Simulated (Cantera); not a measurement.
An isothermal, constant-pressure homogeneous reactor starts with NH3 : N2 = 1 : 6.5 (molar parts), at 1998 K and 13300 Pa.

Cantera simulation using the gas-phase N/H chemistry of the illustrative SiF4/NH3 mechanism in the Surface Chemkin manual (1991); the numbers are that mechanism's predictions, not measurements. Walls and surfaces, which speed up NH3 decomposition in real reactors, are not modelled.

One state of this run: x NH3 = 0.0729; x NH = 9.13e-6; x NH2 = 0.000265; x N = 9.69e-7; x N2H4 = 4.42e-9; x H = 0.000101. x: mole fraction; the columns are a selection and need not sum to one.

Which value of t (s) does it belong to?
A) 0.00465
B) 2.93e-5
C) 0.136
D) 0.000860

C, 0.136
